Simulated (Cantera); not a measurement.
Charge: 1 mol SiCl4, 0.28 mol NO, 8 mol H2, held at 1725 K and 41000 Pa.

Cantera equilibrium calculation (NASA polynomials, part measured and part estimated; ideal gas, pure solids and liquids). Candidate condensed phases: H2O, NH4Cl, Si, SiO2, Si2N2O, Si3N4; 47 gas species. The tables' values for SiCl3 are old estimates; treat these amounts as uncertain. The numbers say what is thermodynamically allowed, not how fast it happens.

Base state: H2 0.658, HCl 0.268, SiCl2 0.0479, SiO 0.0146, SiCl3 0.00721, SiCl4 0.00203, SiHCl3 0.00103, N2 0.000746 (mole fractions); condensed: Si2N2O(s).

Q: What changes in the equilibrium state with this change: temperature from 1725 K to 1625 K?

A: 
```json
[
 {"species": "H2", "before": "0.658", "after": "0.680"},
 {"species": "HCl", "before": "0.268", "after": "0.252"},
 {"species": "SiCl2", "before": "0.0479", "after": "0.0451"},
 {"species": "SiO", "before": "0.0146", "after": "0.00382"},
 {"species": "SiCl3", "before": "0.00721", "after": "0.0105"},
 {"species": "N2", "before": "0.000746", "after": "7.33e-5"},
 {"species": "Cl", "before": "7.41e-5", "after": "2.65e-5"},
 {"species": "SiCl4", "before": "0.00203", "after": "0.00566"},
 {"species": "H", "before": "0.000235", "after": "9.09e-5"},
 {"species": "H2O", "before": "4.92e-5", "after": "2.08e-5"},
 {"species": "Si2N2O(s), mol", "before": "0.132", "after": "0.139"},
 {"species": "SiO2(β-quartz), mol", "before": "0", "after": "0.0514"}
]
```
Mutual solubility and eutectic melting of coexisting phases are not modelled. The tables hold silica as quartz up to 1696 K and as liquid above; real silica turns to tridymite and cristobalite and melts near 1996 K.

Q: What changes in the equilibrium state with this change: temperature from 1725 K to 923 K?

A: 
```json
[
 {"species": "H2", "before": "0.658", "after": "0.779"},
 {"species": "HCl", "before": "0.268", "after": "0.151"},
 {"species": "SiCl4", "before": "0.00203", "after": "0.0682"},
 {"species": "SiO", "before": "0.0146", "after": "<1e-9"},
 {"species": "SiCl2", "before": "0.0479", "after": "1.03e-7"},
 {"species": "N2", "before": "0.000746", "after": "1.30e-9"},
 {"species": "H", "before": "0.000235", "after": "<1e-9"},
 {"species": "Si2N2O(s), mol", "before": "0.132", "after": "0.140"},
 {"species": "SiO2(β-quartz), mol", "before": "0", "after": "0.0700"}
]
```
